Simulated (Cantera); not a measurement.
Input (Python, Cantera) and output of one run.

```python
import numpy as np
import cantera as ct

gas_names = """
    Fe H H2 H2S N NH NH2 NH3 N2 N2H2 N2H4 S SH SN S2 S8
""".split()
cond_names = """
    Fe(a) Fe(c) Fe(d) Fe(L) FeS(a) FeS(b) FeS(c) FeS(L) FeS2(s) S(cr1) S(cr2) S(L)
""".split()


# ... load() reads the species with a 1 bar reference pressure and builds the phases ...
atoms = {
    'FeS': {'Fe': 1, 'S': 1},
    'H2': {'H': 2},
    'N2': {'N': 2},
}
top_T = {'FeS2(s)': 1010}  # K; cautious upper limits of use, not melting points


# ... equilibrate(T, P, feed) seeds the gas with the atoms and calls Mixture.equilibrate('TP', solver="vcs", rtol=1e-11, max_steps=5000) ...
results = []
T = 1448.15  # K
P = 32  # Pa
for m in [72, 110, 150, 190, 230, 280, 320, 360, 400, 440, 480, 520, 560]:
    feed = {'FeS': 1, 'H2': m, 'N2': 34}  # mol
    mix = equilibrate(T, P, feed)
    results.append((T, P, feed, dict(zip(mix.species_names, mix.species_moles))))
    x = sorted(zip(gas.X, gas.species_names), reverse=True)
    print(f"T = {T:g} K  P = {P:g} Pa  n(H2) = {m:g} mol  gas = {mix.phase_moles(0):.4g} mol")
    print("   x: " + "  ".join(f"{s} {v:.3e}" for v, s in x if v > 0.001))
    print("   condensed (mol): " + ("  ".join(f"{mix.phase(i).name} {mix.phase_moles(i):.4g}"
          for i in range(1, mix.n_phases) if mix.phase_moles(i) > 1e-12) or "none"))
```

Output:

```
T = 1448.15 K  P = 32 Pa  n(H2) = 72 mol  gas = 106.4 mol
   x: H2 6.733e-01  N2 3.196e-01  H2S 3.037e-03  S2 2.862e-03
   condensed (mol): Fe(c) 0.9841
T = 1448.15 K  P = 32 Pa  n(H2) = 110 mol  gas = 144.4 mol
   x: H2 7.588e-01  N2 2.355e-01  H2S 2.734e-03  S2 1.827e-03
   condensed (mol): Fe(c) 0.9784
T = 1448.15 K  P = 32 Pa  n(H2) = 150 mol  gas = 184.4 mol
   x: H2 8.108e-01  N2 1.844e-01  H2S 2.431e-03  S2 1.265e-03
   condensed (mol): Fe(c) 0.9724
T = 1448.15 K  P = 32 Pa  n(H2) = 190 mol  gas = 224.3 mol
   x: H2 8.443e-01  N2 1.516e-01  H2S 2.179e-03
   condensed (mol): Fe(c) 0.9665
T = 1448.15 K  P = 32 Pa  n(H2) = 230 mol  gas = 264.3 mol
   x: H2 8.677e-01  N2 1.286e-01  H2S 1.970e-03
   condensed (mol): Fe(c) 0.9605
T = 1448.15 K  P = 32 Pa  n(H2) = 280 mol  gas = 314.4 mol
   x: H2 8.886e-01  N2 1.082e-01  H2S 1.759e-03
   condensed (mol): Fe(c) 0.953
T = 1448.15 K  P = 32 Pa  n(H2) = 320 mol  gas = 354.4 mol
   x: H2 9.010e-01  N2 9.595e-02  H2S 1.621e-03
   condensed (mol): Fe(c) 0.947
T = 1448.15 K  P = 32 Pa  n(H2) = 360 mol  gas = 394.4 mol
   x: H2 9.110e-01  N2 8.621e-02  H2S 1.502e-03
   condensed (mol): Fe(c) 0.941
T = 1448.15 K  P = 32 Pa  n(H2) = 400 mol  gas = 434.4 mol
   x: H2 9.191e-01  N2 7.827e-02  H2S 1.400e-03
   condensed (mol): Fe(c) 0.9351
T = 1448.15 K  P = 32 Pa  n(H2) = 440 mol  gas = 474.4 mol
   x: H2 9.259e-01  N2 7.167e-02  H2S 1.311e-03
   condensed (mol): Fe(c) 0.9291
T = 1448.15 K  P = 32 Pa  n(H2) = 480 mol  gas = 514.4 mol
   x: H2 9.316e-01  N2 6.610e-02  H2S 1.233e-03
   condensed (mol): Fe(c) 0.9231
T = 1448.15 K  P = 32 Pa  n(H2) = 520 mol  gas = 554.4 mol
   x: H2 9.364e-01  N2 6.133e-02  H2S 1.164e-03
   condensed (mol): Fe(c) 0.9171
T = 1448.15 K  P = 32 Pa  n(H2) = 560 mol  gas = 594.4 mol
   x: H2 9.407e-01  N2 5.720e-02  H2S 1.102e-03
   condensed (mol): Fe(c) 0.9111
```

These are equilibrium values from Cantera (NASA tables, ideal gas, pure condensed phases), not measurements of a reactor.
